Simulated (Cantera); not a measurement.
**Catalytic combustion on Pt**

An isothermal plug-flow reactor at 700 K and 0.460 bar (inlet), inlet velocity 0.095 m/s, active area per volume 4900 1/m; feed 0.360 % CO, 10.9 % O2, 86.1 % N2, 2.62 % H2O, equivalence ratio 0.016.

Computed with Cantera and Deutschmann's 1995 Pt surface mechanism with GRI-Mech 3.0 gas chemistry. Catalytic surfaces can have several steady states; this one follows from the mechanism file's or the stated starting coverage. Mass transfer to the wall is taken as infinitely fast.

| z (m) | x CO | x O2 | x H2O | x CO2 | θ free Pt | θ O* | θ OH* |
|---|---|---|---|---|---|---|---|
| 7.2e-05 | 0.00283 | 0.109 | 0.0262 | 0.000768 | 0.0139 | 0.983 | 0.00250 |
| 0.00013 | 0.00240 | 0.108 | 0.0262 | 0.00120 | 0.0132 | 0.984 | 0.00244 |
| 0.00023 | 0.00186 | 0.108 | 0.0262 | 0.00175 | 0.0124 | 0.985 | 0.00237 |
| 0.00041 | 0.00123 | 0.108 | 0.0262 | 0.00237 | 0.0117 | 0.986 | 0.00231 |
| 0.00072 | 0.000651 | 0.108 | 0.0262 | 0.00295 | 0.0112 | 0.987 | 0.00225 |
| 0.0013 | 0.000218 | 0.108 | 0.0262 | 0.00339 | 0.0108 | 0.987 | 0.00222 |
| 0.0023 | 3.56e-5 | 0.107 | 0.0262 | 0.00357 | 0.0107 | 0.987 | 0.00220 |
| 0.0041 | 1.43e-6 | 0.107 | 0.0262 | 0.00360 | 0.0106 | 0.987 | 0.00220 |
| 0.0072 | 5.69e-9 | 0.107 | 0.0262 | 0.00360 | 0.0106 | 0.987 | 0.00220 |
x: gas mole fraction; θ: surface coverage.
